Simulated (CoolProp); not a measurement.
Vapour-liquid equilibrium of R134a (1) + R227EA (2) at 0.00212 MPa; x and y are mole fractions of (1).

Model: multi-fluid Helmholtz-energy mixture model, Tillner-Roth 1994 and Lemmon 2016; pair parameters Bell 2016, in CoolProp.

### Question
Give the bubble temperature and the first vapour's composition at x = 0.2, 0.5, 0.95. Is there an azeotrope?

### Answer
x = 0.2: 191.0 K, y = 0.350; x = 0.5: 188.7 K, y = 0.647; x = 0.95: 186.9 K, y = 0.962. No azeotrope shows between x = 0.05 and 0.95.

Pair parameters are fitted to limited data, so mixtures are less certain than the pure fluids.
